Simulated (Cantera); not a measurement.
What does this Cantera script print?

```python
import numpy as np
import cantera as ct

gas_names = [...]  # 109 gases of nasa_gas.yaml made of C, Cl, H, Si
cond_names = """
    C(gr) C6H6(L) C7H8(L) C8H18(L),n-octa Si(cr) Si(L) SiC(b)
""".split()


# ... load() reads the species with a 1 bar reference pressure and builds the phases ...
atoms = {
    'SiCl4': {'Si': 1, 'CL': 4},
    'C2H2': {'C': 2, 'H': 2},
    'H2': {'H': 2},
}
top_T = {'C(gr)': 4500, 'SiC(b)': 3050}  # K; cautious upper limits of use, not melting points


# ... equilibrate(T, P, feed) seeds the gas with the atoms and calls Mixture.equilibrate('TP', solver="gibbs", rtol=1e-10, max_steps=50000) ...
results = []
T = 1098  # K
P = 133.322  # Pa
for m in [0.081, 0.13, 0.18, 0.22, 0.27, 0.32, 0.37, 0.42]:
    feed = {'SiCl4': 1, 'C2H2': m, 'H2': 35}  # mol
    mix = equilibrate(T, P, feed)
    results.append((T, P, feed, dict(zip(mix.species_names, mix.species_moles))))
    x = sorted(zip(gas.X, gas.species_names), reverse=True)
    print(f"T = {T:g} K  P = {P:g} Pa  n(C2H2) = {m:g} mol  gas = {mix.phase_moles(0):.4g} mol")
    print("   x: " + "  ".join(f"{s} {v:.3e}" for v, s in x if v > 1e-05))
    print("   condensed (mol): " + ("  ".join(f"{mix.phase(i).name} {mix.phase_moles(i):.4g}"
          for i in range(1, mix.n_phases) if mix.phase_moles(i) > 1e-12) or "none"))
```

It prints:

```
T = 1098 K  P = 133.322 Pa  n(C2H2) = 0.081 mol  gas = 36.81 mol
   x: H2 9.214e-01  HCL 6.193e-02  SiCL2 8.447e-03  SiCL4 5.258e-03  SiCL3 1.777e-03  SiHCL3 1.139e-03  SiH2CL2 2.949e-05
   condensed (mol): Si(cr) 0.225  SiC(b) 0.162
T = 1098 K  P = 133.322 Pa  n(C2H2) = 0.13 mol  gas = 36.86 mol
   x: H2 9.215e-01  HCL 6.188e-02  SiCL2 8.435e-03  SiCL4 5.243e-03  SiCL3 1.774e-03  SiHCL3 1.136e-03  SiH2CL2 2.945e-05
   condensed (mol): Si(cr) 0.1275  SiC(b) 0.26
T = 1098 K  P = 133.322 Pa  n(C2H2) = 0.18 mol  gas = 36.91 mol
   x: H2 9.216e-01  HCL 6.184e-02  SiCL2 8.423e-03  SiCL4 5.228e-03  SiCL3 1.770e-03  SiHCL3 1.134e-03  SiH2CL2 2.941e-05
   condensed (mol): Si(cr) 0.02787  SiC(b) 0.36
T = 1098 K  P = 133.322 Pa  n(C2H2) = 0.22 mol  gas = 36.96 mol
   x: H2 9.198e-01  HCL 6.509e-02  SiCL2 7.371e-03  SiCL4 5.078e-03  SiCL3 1.632e-03  SiHCL3 1.044e-03  SiH2CL2 2.569e-05
   condensed (mol): SiC(b) 0.44
T = 1098 K  P = 133.322 Pa  n(C2H2) = 0.27 mol  gas = 37.04 mol
   x: H2 9.159e-01  HCL 7.165e-02  SiCL2 5.539e-03  SiCL4 4.644e-03  SiCL3 1.353e-03  SiHCL3 8.639e-04  SiH2CL2 1.923e-05
   condensed (mol): SiC(b) 0.54
T = 1098 K  P = 133.322 Pa  n(C2H2) = 0.32 mol  gas = 37.13 mol
   x: H2 9.117e-01  HCL 7.861e-02  SiCL4 4.001e-03  SiCL2 3.947e-03  SiCL3 1.060e-03  SiHCL3 6.753e-04  SiH2CL2 1.364e-05
   condensed (mol): SiC(b) 0.64
T = 1098 K  P = 133.322 Pa  n(C2H2) = 0.37 mol  gas = 37.22 mol
   x: H2 9.071e-01  HCL 8.596e-02  SiCL4 3.148e-03  SiCL2 2.584e-03  SiCL3 7.607e-04  SiHCL3 4.835e-04
   condensed (mol): SiC(b) 0.74
T = 1098 K  P = 133.322 Pa  n(C2H2) = 0.42 mol  gas = 37.32 mol
   x: H2 9.020e-01  HCL 9.366e-02  SiCL4 2.090e-03  SiCL2 1.437e-03  SiCL3 4.622e-04  SiHCL3 2.930e-04
   condensed (mol): SiC(b) 0.84
```

These are equilibrium values from Cantera (NASA tables, ideal gas, pure condensed phases), not measurements of a reactor. Mutual solubility and eutectic melting of coexisting phases are not modelled. The tables' values for SiCl3 are old estimates; treat these amounts as uncertain.
